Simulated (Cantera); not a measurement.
Input (Python, Cantera):

```python
import numpy as np
import cantera as ct

gas = ct.Solution("gri30.yaml")


def delay(T, t_max=10):
    gas.TPX = T, 3300000, {'CH4': 1, 'O2': 1.54, 'N2': 5.78, 'CO2': 1.7}
    reactor = ct.IdealGasConstPressureReactor(gas, clone=False)
    net = ct.ReactorNet([reactor])
    net.rtol, net.atol = 1e-8, 1e-16
    while net.time < t_max:
        t_old, T_old = net.time, reactor.T
        net.step()
        if reactor.T > T + 400:  # ignition: a rise of 400 K
            return t_old + (T + 400 - T_old) / (reactor.T - T_old) * (net.time - t_old)
    return np.nan


taus = []
for T in [1050, 1125, 1200, 1275, 1350, 1425, 1500, 1575, 1650, 1725]:
    taus.append(delay(T))
    print(f"T0 = {T:6g} K   tau = {taus[-1]:.4e} s")
```

It prints:

```
T0 =   1050 K   tau = 1.3057e-02 s
T0 =   1125 K   tau = 4.3156e-03 s
T0 =   1200 K   tau = 1.6837e-03 s
T0 =   1275 K   tau = 7.3854e-04 s
T0 =   1350 K   tau = 3.5085e-04 s
T0 =   1425 K   tau = 1.7599e-04 s
T0 =   1500 K   tau = 9.1659e-05 s
T0 =   1575 K   tau = 4.9065e-05 s
T0 =   1650 K   tau = 2.6884e-05 s
T0 =   1725 K   tau = 1.5102e-05 s
```

Cantera simulation using GRI-Mech 3.0 (53 species, 325 reactions); the numbers are that mechanism's predictions, not measurements. The pressure lies above the range GRI-Mech 3.0 was tuned for (to about 10 atm).
